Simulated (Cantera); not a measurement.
**Counterflow diffusion flame**

A counterflow diffusion flame at 130000 Pa, nozzles 20 mm apart: fuel side CO : H2 : N2 = 1 : 0.087 : 0.2 (molar parts) at 350 K, oxidiser side O2 : N2 = 0.23 : 0.77 (molar parts) at 450 K, fuel mass flux 1.3 times the oxidiser's; mixture-averaged transport, no radiation.

Detailed kinetics in Cantera: GRI-Mech 3.0 (53 species, 325 reactions). The maximum strain rate includes the flame's own expansion and is several times the mean.

```csv
oxidiser flux (kg/m²/s),max strain (1/s),mean strain (1/s),T max (K),peak x OH,peak x H,peak x NO,peak x CO
0.78,312,82.0,2071,0.00559,0.00645,0.000126,0.780
0.98,386,103,2040,0.00560,0.00705,0.000106,0.780
1.2,466,126,2013,0.00557,0.00761,9.23e-5,0.780
1.6,612,168,1973,0.00554,0.00848,7.73e-5,0.780
2,756,210,1942,0.00546,0.00916,6.83e-5,0.780
2.5,934,263,1909,0.00535,0.00986,6.07e-5,0.780
3.1,1150,326,1875,0.00524,0.0105,5.45e-5,0.780
3.9,1430,410,1840,0.00507,0.0112,4.87e-5,0.780
4.9,1770,515,1802,0.00488,0.0119,4.34e-5,0.780
6.2,2210,652,1761,0.00463,0.0125,3.81e-5,0.780
```
x: mole fraction; the columns are a selection and need not sum to one.
